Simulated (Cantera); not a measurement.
A closed system holds: 1 mol SiH₄, 7.7 mol NH₃, held at 10.0 Torr.

Equilibrium computed with Cantera from the NASA thermochemical tables; the gas is ideal and each condensed phase is pure. Candidate condensed phases: Si, Si₃N₄; 18 gas species. The tables' values for SiN are old estimates; treat these amounts as uncertain. Gases not in the tables: Si₂H₆ and higher silanes. Kinetics and transport are ignored. All values below are at 1800 °C.

Base state: H₂ 0.755, N₂ 0.217, H 0.0198, Si 0.00748, SiH 0.000431, SiH₂ 0.000120, Si₂N 0.000109, Si₂ 9.18e-5 (mole fractions); condensed: Si(l).

Question: What changes in the equilibrium state with this change: pressure from 10.0 Torr to 0.0653 Torr?

Answer: 
| species | before | after |
|---|---|---|
| H₂ | 0.755 | 0.554 |
| H | 0.0198 | 0.210 |
| N₂ | 0.217 | 0.187 |
| Si | 0.00748 | 0.0484 |
| Si₃ | 1.90e-5 | 2.19e-7 |
| Si₂N | 0.000109 | 2.23e-6 |
| SiH₂ | 0.000120 | 3.71e-6 |
| Si₂ | 9.18e-5 | 2.51e-5 |
| SiH | 0.000431 | 0.000193 |
| Si(l), mol | 0.848 | 0 |

Question: What changes in the equilibrium state with this change: SiH₄ replaced by SiHCl₃?

Answer: 
```json
[
 {"species": "H₂", "before": "0.755", "after": "0.621"},
 {"species": "N₂", "before": "0.217", "after": "0.217"},
 {"species": "HCl", "before": "0", "after": "0.0973"},
 {"species": "SiCl₂", "before": "0", "after": "0.0336"},
 {"species": "H", "before": "0.0198", "after": "0.0180"},
 {"species": "SiCl", "before": "0", "after": "0.00226"},
 {"species": "Cl", "before": "0", "after": "0.00208"},
 {"species": "SiCl₃", "before": "0", "after": "8.59e-5"},
 {"species": "Si(l), mol", "before": "0.848", "after": "0.211"}
]
```
The tables' values for SiCl, SiN, SiCl₃ are old estimates; treat these amounts as uncertain. Further candidate phases: NH₄Cl.
